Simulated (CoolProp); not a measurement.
Vapour-liquid equilibrium of cis-2-butene (1) + ethanol (2) at 128.95 °C; x and y are mole fractions of (1).

Model: multi-fluid Helmholtz-energy mixture model, Lemmon 2005 and Schroeder 2014; pair parameters Bell 2016, in CoolProp.

```tsv
x	bubble pressure, mixture model (MPa)	bubble pressure, Raoult's law (MPa)	y, mixture model	y, Raoult's law
0.05	0.8170	0.6502	0.322	0.187
0.2	1.458	0.9314	0.637	0.522
0.35	1.835	1.213	0.727	0.702
0.5	2.035	1.494	0.769	0.814
0.65	2.176	1.775	0.805	0.890
0.8	2.313	2.056	0.860	0.946
0.95	2.418	2.337	0.955	0.988
```

The largest gap from Raoult's law is +56.5 % in bubble pressure, at x = 0.2. No azeotrope shows between x = 0.05 and 0.95.

The pair parameters rest on a limited set of measurements; away from them the model extrapolates. With so large a gap from Raoult's law the liquid may split in two, which this calculation doesn't test in full.
